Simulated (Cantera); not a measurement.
What does this Cantera script print?

```python
import numpy as np
import cantera as ct

gas = ct.Solution("gri30.yaml")
gas.TPX = 1050, 540, {'C2H6': 1, 'N2': 130}
reactor = ct.IdealGasConstPressureReactor(gas, energy="off", clone=False)
net = ct.ReactorNet([reactor])
net.rtol, net.atol = 1e-08, 1e-18
show = ['C2H6', 'CH2', 'C2H2', 'C2H4', 'CH3']
times = np.geomspace(3e-06, 30, 14)

steps = ct.SolutionArray(gas, extra=["t"])
rows = []
print(f"{'t/s':>10s}{'T/K':>9s}{'P/Pa':>11s}" + "".join(f"{s:>11s}" for s in show))
for t in times:
    while net.time < t:
        t_next = net.step()
        steps.append(gas.state, t=t_next)
    rows.append([np.interp(t, steps.t, y) for y in (steps.T, steps.P, *steps(*show).X.T)])
    print(f"{t:10.3e}{rows[-1][0]:9.1f}{rows[-1][1]:11.4g}" + "".join(f"{x:11.3e}" for x in rows[-1][2:]))
rate = np.gradient(steps.T, steps.t)
print("integrator steps:", len(steps.t))
if steps.T.max() > steps.T[0] + 200:
    print(f"time of steepest temperature rise: {steps.t[rate.argmax()]:.4e} s")
gas.TPX = 1050, 540, {'C2H6': 1, 'N2': 130}
gas.equilibrate("TP")
print(f"equilibrium (TP): T = {gas.T:.1f} K  " + "  ".join(f"{s} {gas[s].X[0]:.3e}" for s in show))
```

It prints:

```
       t/s      T/K       P/Pa       C2H6        CH2       C2H2       C2H4        CH3
 3.000e-06   1050.0        540  7.634e-03  2.849e-25  8.382e-30  5.620e-19  3.313e-11
 1.037e-05   1050.0        540  7.634e-03  1.070e-23  3.054e-28  7.506e-18  1.144e-10
 3.581e-05   1050.0        540  7.634e-03  4.173e-22  1.506e-26  1.363e-16  3.954e-10
 1.237e-04   1050.0        540  7.634e-03  1.677e-20  1.137e-24  3.547e-15  1.366e-09
 4.275e-04   1050.0        540  7.634e-03  6.897e-19  1.268e-22  1.216e-13  4.717e-09
 1.477e-03   1050.0        540  7.634e-03  2.744e-17  1.631e-20  4.536e-12  1.627e-08
 5.104e-03   1050.0        540  7.634e-03  1.018e-15  2.379e-18  1.690e-10  5.585e-08
 1.763e-02   1050.0        540  7.633e-03  3.236e-14  6.805e-16  6.411e-09  1.888e-07
 6.093e-02   1050.0        540  7.633e-03  8.289e-13  5.375e-13  2.467e-07  6.052e-07
 2.105e-01   1050.0        540  7.624e-03  1.620e-11  4.998e-10  8.314e-06  1.699e-06
 7.273e-01   1050.0        540  7.497e-03  1.453e-10  1.228e-07  1.278e-04  5.085e-06
 2.513e+00   1050.0        540  6.772e-03  3.230e-10  5.556e-06  8.118e-04  8.112e-06
 8.683e+00   1050.0        540  4.364e-03  2.791e-10  9.682e-05  3.002e-03  6.525e-06
 3.000e+01   1050.0        540  6.454e-04  6.996e-11  9.222e-04  5.661e-03  1.963e-06
integrator steps: 615
equilibrium (TP): T = 1050.0 K  C2H6 2.125e-09  CH2 1.769e-15  C2H2 1.671e-03  C2H4 2.296e-05  CH3 5.569e-09
```

Computed with Cantera and GRI-Mech 3.0 (53 species, 325 reactions). GRI-Mech 3.0 stops at C3 and has no aromatics, soot or wall deposition, so with more carbon than oxygen in the feed, carbon stays in small species such as C2H2 where larger ones or solid carbon would form. Radical loss at walls, strong at low pressure, is not modelled.
